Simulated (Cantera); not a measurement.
An isothermal plug-flow reactor at 1300 K and 825 Torr (inlet), inlet velocity 1.2 m/s, active area per volume 1100 1/m; feed CH4 : O2 : N2 : H2O = 0.0026 : 0.067 : 0.79 : 0.006 (molar parts), equivalence ratio 0.078.

Detailed kinetics in Cantera: Deutschmann's 1995 Pt surface mechanism with GRI-Mech 3.0 gas chemistry. Catalytic surfaces can have several steady states; this one follows from the mechanism file's or the stated starting coverage. Mass transfer to the wall is taken as infinitely fast.

Q: Predict: x(CH4) at z = 0.0082 m; x(O2) at z = 0.0082 m; x(H2O) at z = 0.0082 m; x(CO2) at z = 0.0082 m; x(CO) at z = 0.0082 m; θ(free Pt) at the exit; θ(O*) at the exit; θ(OH*) at the exit.

A: 
| Quantity | Result |
|---|---|
| x(CH4) at z = 0.0082 m | 4.17e-6 |
| x(O2) at z = 0.0082 m | 0.0715 |
| x(H2O) at z = 0.0082 m | 0.0128 |
| x(CO2) at z = 0.0082 m | 0.00293 |
| x(CO) at z = 0.0082 m | 7.74e-8 |
| θ(free Pt) at the exit | 0.543 |
| θ(O*) at the exit | 0.456 |
| θ(OH*) at the exit | 0.00117 |
